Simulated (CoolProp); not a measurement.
A closed Brayton cycle with carbon dioxide: compressor inlet 312.15 K and 8.1 MPa, high pressure 24.3 MPa, turbine inlet 800 K, compressor efficiency 0.85, turbine efficiency 0.93, recuperator effectiveness 0.95 (on enthalpy, no pinch check). Each further row changes one setting.

Computed with CoolProp (reference Helmholtz-energy equation of state, Span 1996).

| case | thermal efficiency (%) | net work (kJ/kg) | compressor to turbine work | compressor exit (K) | turbine exit (K) |
|---|---|---|---|---|---|
| as stated | 37.7 | 97.5 | 0.31 | 387.4 | 667.8 |
| turbine inlet 750 K | 35.5 | ? | 0.34 | 387.4 | ? |
| compressor inlet 322.15 K | ? | 86.0 | 0.40 | 413.1 | 667.8 |
| high pressure 20.7 MPa | 36.9 | 86.7 | 0.30 | 376.2 | 686.6 |
| recuperator effectiveness 0.5 | 24.1 | 97.5 | 0.31 | 387.4 | 667.8 |

Complete the blanks.


- turbine inlet 750 K, net work (kJ/kg): 87.1
- turbine inlet 750 K, turbine exit (K): 622.7
- compressor inlet 322.15 K, thermal efficiency (%): 36.1
